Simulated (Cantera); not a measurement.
Input (Python, Cantera) and output of one run.

```python
import numpy as np
import cantera as ct

gas_names = """
    AL ALCL ALCL2 ALCL3 ALO ALOCL ALO2 AL2 AL2CL6 AL2O AL2O2 CL CLO CL2 O O2 O3 Si SiCL SiCL2 SiCL3
    SiCL4 SiO SiO2 Si2 Si3
""".split()
cond_names = """
    AL(cr) AL(L) ALCL3(s) ALCL3(L) AL2O3(a) AL2O3(L) AL2SiO5(an) AL6Si2O13(s) Si(cr) Si(L) SiO2(Lqz)
    SiO2(hqz) SiO2(L)
""".split()


# ... load() reads the species with a 1 bar reference pressure and builds the phases ...
atoms = {
    'Al2O3': {'AL': 2, 'O': 3},
    'SiCl4': {'Si': 1, 'CL': 4},
    'O2': {'O': 2},
}
top_T = {'AL2SiO5(an)': 2000, 'AL6Si2O13(s)': 2100}  # K; cautious upper limits of use, not melting points


# ... equilibrate(T, P, feed) seeds the gas with the atoms and calls Mixture.equilibrate('TP', solver="gibbs", rtol=1e-10, max_steps=50000) ...
results = []
T = 1548.15  # K
P = 100000  # Pa
for m in [0.39, 0.47, 0.57, 0.7, 0.85, 1, 1.3, 1.5, 1.9, 2.3, 2.8, 3.4, 4.1]:
    feed = {'Al2O3': 1, 'SiCl4': m, 'O2': 2.2}  # mol
    mix = equilibrate(T, P, feed)
    results.append((T, P, feed, dict(zip(mix.species_names, mix.species_moles))))
    x = sorted(zip(gas.X, gas.species_names), reverse=True)
    print(f"T = {T:g} K  P = {P:g} Pa  n(SiCl4) = {m:g} mol  gas = {mix.phase_moles(0):.4g} mol")
    print("   x: " + "  ".join(f"{s} {v:.3e}" for v, s in x if v > 1e-06))
    print("   condensed (mol): " + ("  ".join(f"{mix.phase(i).name} {mix.phase_moles(i):.4g}"
          for i in range(1, mix.n_phases) if mix.phase_moles(i) > 1e-12) or "none"))
```

It prints:

```
T = 1548.15 K  P = 100000 Pa  n(SiCl4) = 0.39 mol  gas = 2.645 mol
   x: O2 6.839e-01  CL2 2.733e-01  CL 4.182e-02  CLO 8.011e-04  ALCL3 1.423e-04  O 6.322e-06
   condensed (mol): AL2O3(a) 0.4148  AL6Si2O13(s) 0.195
T = 1548.15 K  P = 100000 Pa  n(SiCl4) = 0.47 mol  gas = 2.732 mol
   x: O2 6.330e-01  CL2 3.207e-01  CL 4.530e-02  CLO 8.349e-04  ALCL3 1.917e-04  O 6.082e-06
   condensed (mol): AL2O3(a) 0.2947  AL6Si2O13(s) 0.235
T = 1548.15 K  P = 100000 Pa  n(SiCl4) = 0.57 mol  gas = 2.84 mol
   x: O2 5.737e-01  CL2 3.761e-01  CL 4.905e-02  CLO 8.607e-04  ALCL3 2.621e-04  O 5.790e-06
   condensed (mol): AL2O3(a) 0.1446  AL6Si2O13(s) 0.285
T = 1548.15 K  P = 100000 Pa  n(SiCl4) = 0.7 mol  gas = 2.979 mol
   x: O2 5.032e-01  CL2 4.424e-01  CL 5.320e-02  CLO 8.743e-04  ALCL3 2.723e-04  O 5.423e-06
   condensed (mol): AL6Si2O13(s) 0.3332  SiO2(hqz) 0.0336
T = 1548.15 K  P = 100000 Pa  n(SiCl4) = 0.85 mol  gas = 3.14 mol
   x: CL2 5.118e-01  O2 4.298e-01  CL 5.722e-02  CLO 8.690e-04  ALCL3 3.813e-04  O 5.011e-06
   condensed (mol): AL6Si2O13(s) 0.3331  SiO2(hqz) 0.1837
T = 1548.15 K  P = 100000 Pa  n(SiCl4) = 1 mol  gas = 3.3 mol
   x: CL2 5.745e-01  O2 3.635e-01  CL 6.062e-02  CLO 8.468e-04  ALCL3 5.142e-04  O 4.609e-06  SiCL4 1.187e-06
   condensed (mol): AL6Si2O13(s) 0.3331  SiO2(hqz) 0.3339
T = 1548.15 K  P = 100000 Pa  n(SiCl4) = 1.3 mol  gas = 3.621 mol
   x: CL2 6.834e-01  O2 2.489e-01  CL 6.612e-02  ALCL3 8.864e-04  CLO 7.641e-04  O 3.813e-06  SiCL4 2.453e-06
   condensed (mol): AL6Si2O13(s) 0.3328  SiO2(hqz) 0.6344
T = 1548.15 K  P = 100000 Pa  n(SiCl4) = 1.5 mol  gas = 3.834 mol
   x: CL2 7.458e-01  O2 1.832e-01  CL 6.907e-02  ALCL3 1.271e-03  CLO 6.849e-04  SiCL4 3.968e-06  O 3.272e-06
   condensed (mol): AL6Si2O13(s) 0.3325  SiO2(hqz) 0.8349
T = 1548.15 K  P = 100000 Pa  n(SiCl4) = 1.9 mol  gas = 4.26 mol
   x: CL2 8.501e-01  CL 7.375e-02  O2 7.252e-02  ALCL3 3.101e-03  CLO 4.601e-04  SiCL4 1.303e-05  O 2.059e-06
   condensed (mol): AL6Si2O13(s) 0.3311  SiO2(hqz) 1.238
T = 1548.15 K  P = 100000 Pa  n(SiCl4) = 2.3 mol  gas = 4.716 mol
   x: CL2 8.882e-01  CL 7.538e-02  ALCL3 3.254e-02  O2 3.447e-03  SiCL4 2.992e-04  CLO 1.025e-04
   condensed (mol): AL6Si2O13(s) 0.3078  SiO2(hqz) 1.683
T = 1548.15 K  P = 100000 Pa  n(SiCl4) = 2.8 mol  gas = 5.387 mol
   x: CL2 7.807e-01  ALCL3 1.460e-01  CL 7.067e-02  SiCL4 2.215e-03  O2 3.597e-04  CLO 3.105e-05  AL2CL6 1.863e-05
   condensed (mol): AL6Si2O13(s) 0.2022  SiO2(hqz) 2.384
T = 1548.15 K  P = 100000 Pa  n(SiCl4) = 3.4 mol  gas = 6.194 mol
   x: CL2 6.771e-01  ALCL3 2.523e-01  CL 6.582e-02  SiCL4 4.591e-03  O2 1.305e-04  AL2CL6 5.561e-05  CLO 1.742e-05
   condensed (mol): AL6Si2O13(s) 0.0728  SiO2(hqz) 3.226
T = 1548.15 K  P = 100000 Pa  n(SiCl4) = 4.1 mol  gas = 7.016 mol
   x: CL2 5.962e-01  ALCL3 2.849e-01  CL 6.176e-02  SiCL4 5.702e-02  AL2CL6 7.094e-05  O2 8.150e-06  SiCL3 4.402e-06  CLO 4.085e-06
   condensed (mol): SiO2(hqz) 3.7
```

Equilibrium computed with Cantera from the NASA thermochemical tables; the gas is ideal and each condensed phase is pure. Mutual solubility and eutectic melting of coexisting phases are not modelled. The tables hold silica as quartz up to 1696 K and as liquid above; real silica turns to tridymite and cristobalite and melts near 1996 K. Condensed phases not in the tables: alloys, solid solutions and most ternary compounds.
